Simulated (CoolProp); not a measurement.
Vapour-liquid equilibrium of 1-butene (1) + n-butane (2) at 0.867 MPa; x and y are mole fractions of (1).

Computed with CoolProp (multi-fluid Helmholtz-energy mixture model, Lemmon 2005 and Bücker 2006; pair parameters Bell 2016).

Q: Give the bubble temperature and the first vapour's composition at x = 0.05, 0.425, 0.875. Is there an azeotrope?

A: x = 0.05: 72.6 °C, y = 0.057; x = 0.425: 69.4 °C, y = 0.461; x = 0.875: 66.2 °C, y = 0.887. No azeotrope shows between x = 0.05 and 0.95.

The pair parameters rest on a limited set of measurements; away from them the model extrapolates.
